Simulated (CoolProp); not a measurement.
Vapour-liquid equilibrium of m-xylene (1) + n-decane (2) at 0.183 MPa; x and y are mole fractions of (1).

The numbers come from the multi-fluid Helmholtz-energy mixture model, Zhou 2012 and Lemmon 2006; pair parameters Bell 2016 in CoolProp.

```
x     bubble temperature (K)  y at the bubble point  dew temperature at overall composition x (K)  liquid density (mol/L)
----  ----------------------  ---------------------  --------------------------------------------  ----------------------
0.05                   469.3                  0.101                                         470.7                   4.178
0.2                    462.1                  0.348                                         466.5                   4.495
0.35                   455.9                  0.535                                         462.0                   4.841
0.5                    450.4                  0.682                                         457.1                   5.224
0.65                   445.5                  0.800                                         451.6                   5.653
0.8                    441.1                  0.897                                         445.5                   6.136
0.95                   437.0                  0.977                                         438.4                   6.687
```

No azeotrope shows between x = 0.05 and 0.95.

Pair parameters are fitted to limited data, so mixtures are less certain than the pure fluids.
